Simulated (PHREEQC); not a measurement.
Solution (25 °C): 0.036 mol/kgw NH3 and 0.00056 mol/kgw K2SiO3. Closed to the air; pH follows from the charge balance.

Equilibrium calculation in PHREEQC: ion-association model, wateq4f.dat.

```json
{
  "pH": "11.05",
  "ionic_strength": "0.00171 mol/kgw",
  "total_alkalinity": "37.1 meq/kg"
}
```

```tsv
species	molality	activity	log γ
NH3	0.0354	0.0354	0.000
OH-	0.00117	0.00112	-0.020
K+	0.00112	0.00107	-0.020
NH4+	0.000583	0.000557	-0.020
H3SiO4-	0.000525	0.000501	-0.020
H4SiO4	3.05e-5	3.05e-5	0.000
H2SiO4-2	4.56e-6	3.80e-6	-0.079
```

This is a speciation only: nothing precipitates in the calculation. Species that the database lacks are ignored.
